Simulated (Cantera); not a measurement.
A closed system holds: 1 mol Pb, 0.13 mol H₂S, 4.3 mol N₂, equilibrated at 1.20 bar.

Cantera equilibrium calculation (NASA polynomials, part measured and part estimated; ideal gas, pure solids and liquids). Candidate condensed phases: Pb, PbS, S; 18 gas species. Mutual solubility and eutectic melting of coexisting phases are not modelled. Rates play no part.

Task: What share of the Pb ends up in condensed phases as a function of T (K), at 898, 948, 998, 1048, 1098, 1148, 1198, 1248, 1298?

Result: 
```json
[
 {"T (K)": "898", "Pb condensed (%)": "100.0", "as": "Pb(l) + PbS(s)"},
 {"T (K)": "948", "Pb condensed (%)": "100.0", "as": "Pb(l) + PbS(s)"},
 {"T (K)": "998", "Pb condensed (%)": "100.0", "as": "Pb(l) + PbS(s)"},
 {"T (K)": "1048", "Pb condensed (%)": "99.9", "as": "Pb(l) + PbS(s)"},
 {"T (K)": "1098", "Pb condensed (%)": "99.6", "as": "Pb(l) + PbS(s)"},
 {"T (K)": "1148", "Pb condensed (%)": "98.9", "as": "Pb(l) + PbS(s)"},
 {"T (K)": "1198", "Pb condensed (%)": "97.3", "as": "Pb(l) + PbS(s)"},
 {"T (K)": "1248", "Pb condensed (%)": "93.7", "as": "Pb(l) + PbS(s)"},
 {"T (K)": "1298", "Pb condensed (%)": "87.4", "as": "Pb(l)"}
]
```
